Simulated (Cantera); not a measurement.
An adiabatic, constant-pressure homogeneous reactor starts with H2 : O2 : N2 = 1 : 0.25 : 2.15 (molar parts), equivalence ratio 2.0, at 1425 K and 100000 Pa.

Cantera simulation using GRI-Mech 3.0 (53 species, 325 reactions); the numbers are that mechanism's predictions, not measurements.

Problem. Predict: time of steepest temperature rise; temperature at 3.00 s; equilibrium temperature; x(H2) at 3.00 s; x(O2) at 3.00 s; x(N2O) at 3.00 s; x(NO) at 3.00 s; x(H2O2) at 3.00 s.

Solution. 
| Quantity | Value |
|---|---|
| time of steepest temperature rise | 29.3 µs |
| temperature at 3.00 s | 2419 K |
| equilibrium temperature | 2419 K |
| x(H2) at 3.00 s | 0.155 (gas-phase equilibrium 0.155) |
| x(O2) at 3.00 s | 1.61e-5 (gas-phase equilibrium 1.61e-5) |
| x(N2O) at 3.00 s | 8.34e-9 (gas-phase equilibrium 8.34e-9) |
| x(NO) at 3.00 s | 0.000162 (gas-phase equilibrium 0.000162) |
| x(H2O2) at 3.00 s | 3.70e-9 (gas-phase equilibrium 3.70e-9) |
